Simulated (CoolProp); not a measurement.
Vapour-liquid equilibrium of acetone (1) + n-dodecane (2) at 48.6 kPa; x and y are mole fractions of (1).

Values from CoolProp's multi-fluid Helmholtz-energy mixture model, Lemmon 2006 and Lemmon 2004; pair parameters Bell 2016.

| x | bubble temperature, mixture model (K) | bubble temperature, Raoult's law (K) | y, mixture model | y, Raoult's law |
|---|---|---|---|---|
| 0.05 | 404.5 | 406.5 | 0.844 | 0.837 |
| 0.125 | 357.3 | 373.4 | 0.983 | 0.963 |
| 0.2 | 335.5 | 356.8 | 0.995 | 0.985 |
| 0.275 | 324.2 | 346.2 | 0.998 | 0.993 |
| 0.35 | 318.2 | 338.6 | 0.999 | 0.996 |
| 0.425 | 315.2 | 332.7 | 0.999 | 0.997 |
| 0.5 | 314.0 | 328.0 | 0.999 | 0.998 |
| 0.575 | 313.6 | 324.0 | 0.999 | 0.999 |
| 0.65 | 313.5 | 320.6 | 0.999 | 0.999 |
| 0.725 | 313.3 | 317.6 | 0.999 | 1.000 |
| 0.8 | 312.8 | 315.0 | 0.999 | 1.000 |
| 0.875 | 311.9 | 312.7 | 0.999 | 1.000 |
| 0.95 | 310.5 | 310.6 | 1.000 | 1.000 |

The largest gap from Raoult's law is -22.0 K in bubble temperature, at x = 0.275. No azeotrope shows between x = 0.05 and 0.95.

Pair parameters are fitted to limited data, so mixtures are less certain than the pure fluids. With so large a gap from Raoult's law the liquid may split in two, which this calculation doesn't test in full.
